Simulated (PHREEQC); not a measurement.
Solution (25 °C): 44 mmol/kgw H2SO4, 0.00023 mmol/kgw H4SiO4 and 24 mmol/kgw CuSO4. Closed to the air; pH follows from the charge balance.

Model: ion-association model, phreeqc.dat, run in PHREEQC.

**Question.** The ionic strength comes out as 0.117 mol/kgw. What activity coefficients do SO4-2, HSO4-, H+, Cu+2 get?

**Answer.** SO4-2 0.35, HSO4- 0.77, H+ 0.82, Cu+2 0.38.

This is a speciation only: nothing precipitates in the calculation.
